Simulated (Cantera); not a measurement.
Thermodynamics of silicon carbide growth, feed Si(CH₃)₄ + C₃H₈ + H₂

Charge: 1 mol Si(CH₃)₄, 0.4 mol C₃H₈, 1.1 mol H₂, at 2325 K.

Cantera equilibrium calculation (NASA polynomials, part measured and part estimated; ideal gas, pure solids and liquids). Candidate condensed phases: C, C₆H₆, C₇H₈, C₈H₁₈, Si, SiC; 87 gas species. Gases not in the tables: Si₂H₆ and higher silanes. Rates play no part.

| P (Pa) | log p H₂ | log p H | log p Si | log p SiC₂ | n C(graphite) | n SiC(s) |
|---|---|---|---|---|---|---|
| 100 | -3.20 | -3.56 | -4.14 | -4.96 | 4.85 | 0 |
| 270 | -2.70 | -3.31 | -3.75 | -4.57 | 4.79 | 0.0619 |
| 720 | -2.22 | -3.07 | -3.75 | -4.57 | 4.35 | 0.677 |
| 1900 | -1.76 | -2.84 | -3.75 | -4.57 | 4.20 | 0.881 |
| 5200 | -1.31 | -2.61 | -3.75 | -4.57 | 4.15 | 0.956 |
| 14000 | -0.87 | -2.39 | -3.75 | -4.57 | 4.13 | 0.983 |
| 37000 | -0.44 | -2.18 | -3.75 | -4.57 | 4.12 | 0.993 |
| 100000 | -0.01 | -1.96 | -3.75 | -4.57 | 4.12 | 0.997 |
log p: log10 of the partial pressure in bar; n: condensed amount in mol.

At 1.00 mbar the condensed part is C(graphite). From 2.70 mbar to 1.00 bar the condensed part is C(graphite) + SiC(s). The main Si-bearing gas is Si throughout. The share of Si in condensed phases is highest at 1.00 bar (99.7 %) and lowest at 1.00 mbar (0.0 %).
